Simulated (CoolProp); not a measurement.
Properties of propylene at several states (Tc = 364.2 K, pc = 4.555 MPa, ω = 0.146).

Computed with CoolProp (reference Helmholtz-energy equation of state, Lemmon 2013).

| T (K) | p (MPa) | phase | Z | cv (kJ/(kg K)) | expansivity (1/kK) |
|---|---|---|---|---|---|
| 317 | 0.0114 | gas | 0.9987 | 1.404 | 3.168 |
| 545.6 | 0.0373 | gas | 0.9993 | 2.208 | 1.838 |
| 484.2 | 0.164 | gas | 0.9951 | 2.012 | 2.101 |
| 341.4 | 0.493 | gas | 0.9530 | 1.516 | 3.402 |
